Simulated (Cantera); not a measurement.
Mixture: 20.1 % CO, 0.644 % H₂, 4.23 % CH₄, 15.7 % O₂, 59.0 % N₂, 0.302 % C₂H₆, equivalence ratio 1.3, at 750 Torr, adiabatic and at constant pressure. Ignition delay is the time to a rise of 400 K.

Cantera simulation using GRI-Mech 3.0 (53 species, 325 reactions); the numbers are that mechanism's predictions, not measurements.

Question: Predict: delay at 1223 K; delay at 1323 K; delay at 1423 K; delay at 1523 K; delay at 1623 K; delay at 1723 K; delay at 1823 K; apparent activation energy between 1623 and 1823 K.

Answer: delay at 1223 K: 2.11 ms
delay at 1323 K: 0.883 ms
delay at 1423 K: 0.381 ms
delay at 1523 K: 0.177 ms
delay at 1623 K: 90.5 µs
delay at 1723 K: 51.6 µs
delay at 1823 K: 32.4 µs
apparent activation energy between 1623 and 1823 K: 130 kJ/mol
